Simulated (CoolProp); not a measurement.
Vapour-liquid equilibrium of n-hexane (1) + dimethyl carbonate (2) at 144.35 °C; x and y are mole fractions of (1).

Values from CoolProp's multi-fluid Helmholtz-energy mixture model, Thol 2019 and Zhou 2011; pair parameters Bell 2016.

| x | bubble pressure (MPa) | y at the bubble point | dew pressure at overall composition x (MPa) | liquid density (mol/L) |
|---|---|---|---|---|
| 0.05 | 0.5092 | 0.164 | 0.4593 | 9.602 |
| 0.15 | 0.6039 | 0.341 | [?] | 9.040 |
| 0.25 | 0.6616 | 0.438 | 0.5527 | 8.530 |
| 0.35 | 0.6982 | 0.504 | 0.6093 | 8.071 |
| 0.45 | 0.7222 | [?] | 0.6688 | 7.660 |
| 0.55 | 0.7376 | 0.609 | [?] | 7.293 |
| 0.65 | 0.7451 | [?] | [?] | 6.969 |
| 0.75 | 0.7436 | 0.729 | 0.7411 | 6.685 |
| 0.85 | [?] | 0.812 | 0.7202 | [?] |
| 0.95 | 0.6982 | [?] | 0.6902 | 6.225 |

**Question.** Fill in the missing entries.

**Answer.** 
- 0.15, dew pressure at overall composition x (MPa): 0.5026
- 0.45, y at the bubble point: 0.558
- 0.55, dew pressure at overall composition x (MPa): 0.7192
- 0.65, y at the bubble point: 0.664
- 0.65, dew pressure at overall composition x (MPa): 0.7440
- 0.85, bubble pressure (MPa): 0.7297
- 0.85, liquid density (mol/L): 6.438
- 0.95, y at the bubble point: 0.925

y crosses x between x = 0.65 and 0.75: the model has an azeotrope there.

The pair parameters rest on a limited set of measurements; away from them the model extrapolates.
